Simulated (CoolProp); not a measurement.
Saturation properties of the fluoroketone C6F12O (FK-5-1-12) (Tc = 441.8 K, pc = 1.869 MPa, ω = 0.471).

Model: reference Helmholtz-energy equation of state, McLinden 2015, in CoolProp.

```json
[
 {"T (K)": "272.4", "p (MPa)": "0.01198", "liquid density (kg/m³)": "1677", "vapour density (kg/m³)": "1.695", "liquid cp (kJ/(kg K))": "1.091"},
 {"T (K)": "291.4", "p (MPa)": "0.03016", "liquid density (kg/m³)": "1622", "vapour density (kg/m³)": "4.044", "liquid cp (kJ/(kg K))": "1.098"},
 {"T (K)": "310.5", "p (MPa)": "___", "liquid density (kg/m³)": "___", "vapour density (kg/m³)": "8.514", "liquid cp (kJ/(kg K))": "1.111"},
 {"T (K)": "329.5", "p (MPa)": "0.1296", "liquid density (kg/m³)": "1503", "vapour density (kg/m³)": "___", "liquid cp (kJ/(kg K))": "1.129"},
 {"T (K)": "348.5", "p (MPa)": "0.2324", "liquid density (kg/m³)": "1436", "vapour density (kg/m³)": "28.67", "liquid cp (kJ/(kg K))": "___"},
 {"T (K)": "367.6", "p (MPa)": "0.3894", "liquid density (kg/m³)": "1362", "vapour density (kg/m³)": "___", "liquid cp (kJ/(kg K))": "1.187"},
 {"T (K)": "386.6", "p (MPa)": "0.6147", "liquid density (kg/m³)": "1278", "vapour density (kg/m³)": "78.68", "liquid cp (kJ/(kg K))": "___"},
 {"T (K)": "405.6", "p (MPa)": "0.9277", "liquid density (kg/m³)": "1177", "vapour density (kg/m³)": "127.3", "liquid cp (kJ/(kg K))": "1.315"},
 {"T (K)": "424.7", "p (MPa)": "1.355", "liquid density (kg/m³)": "___", "vapour density (kg/m³)": "215.6", "liquid cp (kJ/(kg K))": "___"}
]
```

Question: Complete the blanks.

Answer: 
- 310.5, p (MPa): 0.06623
- 310.5, liquid density (kg/m³): 1564
- 329.5, vapour density (kg/m³): 16.20
- 348.5, liquid cp (kJ/(kg K)): 1.154
- 367.6, vapour density (kg/m³): 48.32
- 386.6, liquid cp (kJ/(kg K)): 1.234
- 424.7, liquid density (kg/m³): 1038
- 424.7, liquid cp (kJ/(kg K)): 1.533

It boils at 322.2 K under 1 atm.
